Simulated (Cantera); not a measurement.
Feed: 1 mol MgF₂, 0.29 mol O₂, 25 mol H₂, held at 1330 Pa.

Method: chemical equilibrium by Gibbs-energy minimisation in Cantera with the NASA 1993 tables (ideal gas, pure condensed phases). Candidate condensed phases: H₂O, Mg, MgF₂, MgO, Mg(OH)₂; 31 gas species. Mutual solubility and eutectic melting of coexisting phases are not modelled. Kinetics and transport are ignored.

log p: log10 of the partial pressure in bar; n: condensed amount in mol.

| T (°C) | log p H₂ | log p HF | log p H₂O | log p MgF₂ | log p Mg | n MgF₂(s) | n MgO(s) |
|---|---|---|---|---|---|---|---|
| 700 | -1.89 | -4.36 | -3.54 | -11.39 | <-13 | 0.959 | 0.0413 |
| 800 | -1.89 | ___ | ___ | ___ | <-13 | ___ | ___ |
| 900 | -1.89 | -3.51 | -3.82 | -7.90 | -11.80 | 0.708 | 0.292 |
| 1000 | -1.89 | ___ | ___ | ___ | ___ | ___ | ___ |
| 1100 | -1.89 | -3.25 | -4.67 | -5.46 | -7.78 | 0.454 | 0.539 |
| 1200 | -1.90 | -3.23 | -5.17 | -4.49 | -6.03 | 0.368 | 0.567 |
| 1300 | -1.90 | -3.19 | -5.50 | -3.73 | -4.62 | 0 | 0.574 |
| 1400 | -1.91 | -3.14 | -4.98 | -3.84 | -4.19 | 0 | 0.559 |

Complete the blanks.


- 1000, log p HF: -3.32
- 1000, log p H₂O: -4.18
- 1000, log p MgF₂: -6.58
- 1000, log p Mg: -9.73
- 1000, n MgF₂(s): 0.544
- 1000, n MgO(s): 0.455
- 800, log p HF: -3.86
- 800, log p H₂O: -3.62
- 800, log p MgF₂: -9.48
- 800, n MgF₂(s): 0.869
- 800, n MgO(s): 0.131
